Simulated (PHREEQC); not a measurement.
0.79 g of hydrous ferric oxide (600 m²/g; 0.2 weak and 0.005 strong sites per Fe, Dzombak-Morel constants, diffuse double layer) in 1 kg of water with 0.1 mol/kgw of an inert sodium salt and 0.0017 mol Na2SO4 and 4.9e-06 mol H3BO3, at 25 °C; the pH is set by adding NaOH or the inert anion's acid. O2 is buffered at 0.21 atm. The system is closed to CO2. Precipitation was switched off in this run.

Computed with PHREEQC (ion-association model, wateq4f.dat).

| pH | S sorbed (%) | B sorbed (%) | surface charge σ (C/m²) | surface potential ψ (mV) |
|---|---|---|---|---|
| 4 | 39.5 | 0.0 | 0.091 | 82 |
| 4.5 | 38.2 | 0.0 | 0.088 | 81 |
| 5 | 35.0 | 0.0 | 0.082 | 78 |
| 5.5 | 29.4 | 0.1 | ___ | ___ |
| 6 | 21.8 | 0.2 | 0.061 | 64 |
| 6.5 | 13.6 | 0.4 | 0.048 | ___ |
| 7 | 6.6 | 0.5 | 0.035 | 42 |
| 7.5 | 2.1 | 0.5 | 0.020 | 26 |
| 8 | 0.4 | 0.5 | 0.003 | 5 |
| 8.5 | 0.1 | 0.5 | -0.014 | -19 |
| 9 | 0.0 | ___ | -0.035 | -42 |
| 9.5 | 0.0 | 0.2 | -0.061 | -64 |
| 10 | 0.0 | 0.1 | -0.095 | -85 |

Some entries are withheld; supply them.


- 5.5, surface charge σ (C/m²): 0.073
- 5.5, surface potential ψ (mV): 72
- 6.5, surface potential ψ (mV): 54
- 9, B sorbed (%): 0.3
